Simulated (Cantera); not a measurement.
A perfectly stirred reactor is fed with 1.41 % CH4, 4.61 % O2, 94.0 % N2, at 850000 Pa; it is held at 1075 K, and followed from long to short residence time.

Computed with Cantera and GRI-Mech 3.0 (53 species, 325 reactions). The temperature is held fixed by assumption; the heat of reaction is taken as removed at once.

Predict: x(CH4) at τ = 2.00 s; x(O2) at τ = 2.00 s; x(HO2) at τ = 2.00 s; x(NO2) at τ = 2.00 s; x(CH4) at τ = 83.0 ms; x(O2) at τ = 83.0 ms; x(HO2) at τ = 83.0 ms.


* **x(CH4) at τ = 2.00 s**: 0.000325
* **x(O2) at τ = 2.00 s**: 0.0193
* **x(HO2) at τ = 2.00 s**: 4.31e-6
* **x(NO2) at τ = 2.00 s**: 3.05e-9
* **x(CH4) at τ = 83.0 ms**: 0.00245
* **x(O2) at τ = 83.0 ms**: 0.0262
* **x(HO2) at τ = 83.0 ms**: 1.60e-5
